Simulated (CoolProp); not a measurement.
Vapour-liquid equilibrium of hydrogen sulfide (1) + n-butane (2) at -45.75 °C; x and y are mole fractions of (1).

Values from CoolProp's multi-fluid Helmholtz-energy mixture model, Lemmon 2006 and Bücker 2006; pair parameters Kunz 2012.

```json
[
 {"x": "0.05", "bubble pressure (MPa)": "0.04199", "y at the bubble point": "0.720", "dew pressure at overall composition x (MPa)": "0.01280", "liquid density (mol/L)": "11.40"},
 {"x": "0.125", "bubble pressure (MPa)": "0.07821", "y at the bubble point": "0.858", "dew pressure at overall composition x (MPa)": "0.01388", "liquid density (mol/L)": "11.87"},
 {"x": "0.2", "bubble pressure (MPa)": "0.1054", "y at the bubble point": "0.900", "dew pressure at overall composition x (MPa)": "0.01517", "liquid density (mol/L)": "12.42"},
 {"x": "0.275", "bubble pressure (MPa)": "0.1253", "y at the bubble point": "0.920", "dew pressure at overall composition x (MPa)": "0.01671", "liquid density (mol/L)": "13.07"},
 {"x": "0.35", "bubble pressure (MPa)": "0.1396", "y at the bubble point": "0.931", "dew pressure at overall composition x (MPa)": "0.01860", "liquid density (mol/L)": "13.83"},
 {"x": "0.425", "bubble pressure (MPa)": "0.1500", "y at the bubble point": "[?]", "dew pressure at overall composition x (MPa)": "0.02097", "liquid density (mol/L)": "14.71"},
 {"x": "0.5", "bubble pressure (MPa)": "0.1577", "y at the bubble point": "0.944", "dew pressure at overall composition x (MPa)": "0.02404", "liquid density (mol/L)": "15.72"},
 {"x": "0.575", "bubble pressure (MPa)": "0.1638", "y at the bubble point": "0.949", "dew pressure at overall composition x (MPa)": "0.02814", "liquid density (mol/L)": "16.89"},
 {"x": "0.65", "bubble pressure (MPa)": "0.1691", "y at the bubble point": "0.953", "dew pressure at overall composition x (MPa)": "0.03394", "liquid density (mol/L)": "18.23"},
 {"x": "0.725", "bubble pressure (MPa)": "0.1743", "y at the bubble point": "0.958", "dew pressure at overall composition x (MPa)": "[?]", "liquid density (mol/L)": "[?]"},
 {"x": "0.8", "bubble pressure (MPa)": "0.1799", "y at the bubble point": "[?]", "dew pressure at overall composition x (MPa)": "0.05753", "liquid density (mol/L)": "21.50"},
 {"x": "0.875", "bubble pressure (MPa)": "0.1865", "y at the bubble point": "0.972", "dew pressure at overall composition x (MPa)": "0.08763", "liquid density (mol/L)": "23.43"},
 {"x": "0.95", "bubble pressure (MPa)": "0.1946", "y at the bubble point": "0.986", "dew pressure at overall composition x (MPa)": "0.1655", "liquid density (mol/L)": "25.57"}
]
```

Complete the blanks.


- 0.425, y at the bubble point: 0.939
- 0.725, dew pressure at overall composition x (MPa): 0.04271
- 0.725, liquid density (mol/L): 19.76
- 0.8, y at the bubble point: 0.963

No azeotrope shows between x = 0.05 and 0.95.

Pair parameters are fitted to limited data, so mixtures are less certain than the pure fluids. With so large a gap from Raoult's law the liquid may split in two, which this calculation doesn't test in full.
